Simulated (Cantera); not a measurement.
A closed system holds: 1 mol Al, 2.1 mol O2, 50 mol H2, at 1927 °C and 0.810 bar.

These are equilibrium values from Cantera (NASA tables, ideal gas, pure condensed phases), not measurements of a reactor. Candidate condensed phases: Al, Al2O3, H2O; 19 gas species. Gases not in the tables: Al(OH)3. Rates play no part.

Base state: H2 0.940, H2O 0.0538, H 0.00607, OH 4.84e-5 (mole fractions); condensed: Al2O3(s).

Question: What changes in the equilibrium state with this change: temperature from 1927 °C to 1875 °C?

Answer: 
| species | before | after |
|---|---|---|
| H2 | 0.940 | 0.942 |
| H2O | 0.0538 | 0.0538 |
| H | 0.00607 | 0.00449 |
| OH | 4.84e-5 | 3.31e-5 |
| Al2O3(s), mol | 0.500 | 0.500 |
